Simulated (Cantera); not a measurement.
Charge: 1 mol Si, 0.62 mol Cl2, 0.16 mol H2, held at 600 °C and 3.00e-5 bar.

Method: chemical equilibrium by Gibbs-energy minimisation in Cantera with the NASA 1993 tables (ideal gas, pure condensed phases). Candidate condensed phases: Si; 19 gas species. The tables' values for SiCl3 are old estimates; treat these amounts as uncertain. The numbers say what is thermodynamically allowed, not how fast it happens.

Question: What is the equilibrium state?

Answer: 
```
Item            Result
----------  ----------
x(SiCl4)         0.623
x(H2)            0.310
x(HCl)          0.0417
x(SiHCl3)      0.00991
x(SiCl3)       0.00868
x(SiCl2)       0.00711
x(SiH2Cl2)     1.44e-5
n(Si(s))     0.691 mol
gas amount  0.4765 mol
```
